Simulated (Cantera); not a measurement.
Input: 1 mol PbO, 2 mol O₂, 0.19 mol N₂, equilibrated at 100 Torr.

Cantera equilibrium calculation (NASA polynomials, part measured and part estimated; ideal gas, pure solids and liquids). Candidate condensed phases: Pb, PbO, PbO₂, Pb₃O₄; 12 gas species. Gases not in the tables: (PbO)n polymers. Equilibrium is a limit: real reactors are often held back by kinetics, nucleation or transport.

**Question.** Which condensed phases are stable at each of these points (T (K)): 500, 650, 800, 950, 1100, 1250, 1400, 1550?

**Answer.** 
```tsv
T (K)	condensed phases	Pb condensed (%)
500	Pb₃O₄(s)	100.0
650	PbO(red)	100.0
800	PbO(yellow)	100.0
950	PbO(yellow)	100.0
1100	PbO(yellow)	100.0
1250	PbO(l)	99.7
1400	PbO(l)	96.2
1550	PbO(l)	68.7
```

At 500 K the condensed part is Pb₃O₄(s). At 650 K the condensed part is PbO(red). From 800 K to 1100 K the condensed part is PbO(yellow). From 1250 K to 1550 K the condensed part is PbO(l).
